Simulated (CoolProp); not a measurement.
n-pentane at several states: density (kg/m³) from the reference equation and from simpler models built on Tc = 469.7 K, pc = 33.68 bar, ω = 0.251; each cubic takes its own stable root.

Values from CoolProp's reference Helmholtz-energy equation of state, Thol 2019.

```tsv
T (K)	p (bar)	phase	reference
242	47.1	liquid	678.3
521.5	14.7	gas	27.51
489.3	10.3	gas	20.23
316.9	0.22	gas	0.6076
214.9	0.545	liquid	699.2
```

Question: How far does each simpler model (van der Waals, Redlich-Kwong, Soave-Redlich-Kwong, Peng-Robinson) lie from the reference over these 5 states: mean and median of the absolute difference, and the worst?

Answer: 
- van der Waals: mean 16.2 %, median 0.9 %, worst -40.3 % at 214.9 K and 0.545 bar
- Redlich-Kwong: mean 4.6 %, median 0.6 %, worst -11.2 % at 214.9 K and 0.545 bar
- Soave-Redlich-Kwong: mean 3.8 %, median 0.2 %, worst -9.7 % at 214.9 K and 0.545 bar
- Peng-Robinson: mean 1.3 %, median 1.4 %, worst +2.3 % at 242 K and 47.1 bar
